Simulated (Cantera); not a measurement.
## Adiabatic ignition

An adiabatic, constant-volume homogeneous reactor starts with CH4 : C2H6 : O2 : N2 = 1 : 0.083 : 1.64 : 6.15 (molar parts), at 1200 K and 210 Torr.

Model: GRI-Mech 3.0 (53 species, 325 reactions), integrated in Cantera.

```tsv
t (s)	T (K)	P (bar)	x CH4	x C2H6	x O2	x CH2	x HO2
3.00e-6	1200	0.280	0.113	0.00935	0.185	<1e-12	8.07e-10
9.27e-6	1200	0.280	0.113	0.00935	0.185	<1e-12	2.56e-9
2.86e-5	1200	0.280	0.113	0.00935	0.185	<1e-12	9.00e-9
8.84e-5	1200	0.280	0.113	0.00935	0.185	<1e-12	4.13e-8
0.000273	1200	0.280	0.113	0.00935	0.185	<1e-12	2.57e-7
0.000844	1200	0.280	0.113	0.00935	0.185	<1e-12	1.78e-6
0.00261	1200	0.280	0.113	0.00931	0.185	1.61e-11	8.37e-6
0.00805	1204	0.281	0.112	0.00900	0.184	1.33e-10	1.76e-5
0.0249	2744	0.707	<1e-12	<1e-12	0.00317	<1e-12	1.25e-6
0.0769	2743	0.707	<1e-12	<1e-12	0.00315	<1e-12	1.25e-6
0.237	2743	0.707	<1e-12	<1e-12	0.00315	<1e-12	1.25e-6
0.734	2743	0.707	<1e-12	<1e-12	0.00315	<1e-12	1.25e-6
2.27	2743	0.707	<1e-12	<1e-12	0.00315	<1e-12	1.25e-6
7.00	2743	0.707	<1e-12	<1e-12	0.00315	<1e-12	1.25e-6
```
x: mole fraction; the columns are a selection and need not sum to one.

The time of steepest temperature rise is 19.5 ms and the temperature at 7.00 s comes out as 2743 K. The equilibrium temperature is 2743 K and the x(CH4) at 7.00 s is <1e-12 (gas-phase equilibrium <1e-12). The x(C2H6) at 7.00 s comes out as <1e-12 (gas-phase equilibrium <1e-12) and the x(O2) at 7.00 s is 0.00315 (gas-phase equilibrium 0.00315).
